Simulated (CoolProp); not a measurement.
Vapour-liquid equilibrium of trans-2-butene (1) + acetone (2) at 331.7 K; x and y are mole fractions of (1).

Model: multi-fluid Helmholtz-energy mixture model, Lemmon 2005 and Lemmon 2006; pair parameters Bell 2016, in CoolProp.

```json
[
 {"x": "0.05", "bubble pressure (kPa)": "171.7", "y at the bubble point": "0.374", "dew pressure at overall composition x (kPa)": "115.8", "liquid density (mol/L)": "12.66"},
 {"x": "0.125", "bubble pressure (kPa)": "252.1", "y at the bubble point": "0.593", "dew pressure at overall composition x (kPa)": "125.3", "liquid density (mol/L)": "12.39"},
 {"x": "0.2", "bubble pressure (kPa)": "317.9", "y at the bubble point": "0.692", "dew pressure at overall composition x (kPa)": "136.5", "liquid density (mol/L)": "12.12"},
 {"x": "0.275", "bubble pressure (kPa)": "…", "y at the bubble point": "0.749", "dew pressure at overall composition x (kPa)": "149.8", "liquid density (mol/L)": "11.86"},
 {"x": "0.35", "bubble pressure (kPa)": "411.7", "y at the bubble point": "0.785", "dew pressure at overall composition x (kPa)": "165.8", "liquid density (mol/L)": "11.61"},
 {"x": "0.425", "bubble pressure (kPa)": "444.3", "y at the bubble point": "…", "dew pressure at overall composition x (kPa)": "185.6", "liquid density (mol/L)": "…"},
 {"x": "0.5", "bubble pressure (kPa)": "470.7", "y at the bubble point": "0.831", "dew pressure at overall composition x (kPa)": "210.5", "liquid density (mol/L)": "11.13"},
 {"x": "0.575", "bubble pressure (kPa)": "493.0", "y at the bubble point": "…", "dew pressure at overall composition x (kPa)": "242.9", "liquid density (mol/L)": "10.90"},
 {"x": "0.65", "bubble pressure (kPa)": "513.1", "y at the bubble point": "0.866", "dew pressure at overall composition x (kPa)": "286.3", "liquid density (mol/L)": "10.69"},
 {"x": "0.725", "bubble pressure (kPa)": "532.2", "y at the bubble point": "0.884", "dew pressure at overall composition x (kPa)": "346.6", "liquid density (mol/L)": "10.49"},
 {"x": "0.8", "bubble pressure (kPa)": "551.3", "y at the bubble point": "0.906", "dew pressure at overall composition x (kPa)": "430.2", "liquid density (mol/L)": "10.30"},
 {"x": "0.875", "bubble pressure (kPa)": "570.5", "y at the bubble point": "0.933", "dew pressure at overall composition x (kPa)": "522.7", "liquid density (mol/L)": "10.14"},
 {"x": "0.95", "bubble pressure (kPa)": "589.3", "y at the bubble point": "0.969", "dew pressure at overall composition x (kPa)": "580.3", "liquid density (mol/L)": "9.990"}
]
```

**Question.** Complete the blanks.

**Answer.** 
- 0.275, bubble pressure (kPa): 370.4
- 0.425, y at the bubble point: 0.811
- 0.425, liquid density (mol/L): 11.36
- 0.575, y at the bubble point: 0.849

No azeotrope shows between x = 0.05 and 0.95.

Pair parameters are fitted to limited data, so mixtures are less certain than the pure fluids. With so large a gap from Raoult's law the liquid may split in two, which this calculation doesn't test in full.
